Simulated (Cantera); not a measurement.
A closed system holds: 1 mol Hg, 0.2 mol N₂.

Cantera equilibrium calculation (NASA polynomials, part measured and part estimated; ideal gas, pure solids and liquids). Candidate condensed phases: Hg; 3 gas species. The numbers say what is thermodynamically allowed, not how fast it happens.

Stable condensed phases, one row left out:

```
T in K \ P in Pa
              10      42     180     750    3200   13000   56000  240000 1000000
   1248        A       A       A       A       A       A       A       A       A
   1198        A       A       A       A       A       A       A       A       A
   1148        A       A       A       A       A       A       A       A       A
   1098        A       A       A       A       A       A       A       A       A
   1048        A       A       A       A       A       A       A       A       A
    998        A       A       A       A       A       A       A       A       A
    948        A       A       A       A       A       A       A       A       A
    898        A       A       A       A       A       A       A       A       A
    848        A       A       A       A       A       A       A       A       A
    798        A       A       A       A       A       A       A       A       A
    698        A       A       A       A       A       A       A       A       B
    648        A       A       A       A       A       A       A       B       B
```

A: gas only; B: Hg.

**Question.** Give the row for 748 K.

**Answer.** 10: gas only; 42: gas only; 180: gas only; 750: gas only; 3200: gas only; 13000: gas only; 56000: gas only; 240000: gas only; 1000000: Hg.
